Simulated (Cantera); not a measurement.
A closed system holds: 1 mol FeS, 2900 mol H₂, 1.2 mol N₂, equilibrated at 10.0 Torr.

Method: chemical equilibrium by Gibbs-energy minimisation in Cantera with the NASA 1993 tables (ideal gas, pure condensed phases). Candidate condensed phases: Fe, FeS, FeS₂, S; 16 gas species. The numbers say what is thermodynamically allowed, not how fast it happens.

### Question
At 1873 K, list the 6 most abundant gas species with their mole fractions, and the condensed phases.

### Answer
H₂ 0.993, H 0.00557, N₂ 0.000412, Fe 0.000344, H₂S 0.000203, SH 0.000109. Condensed: gas only.
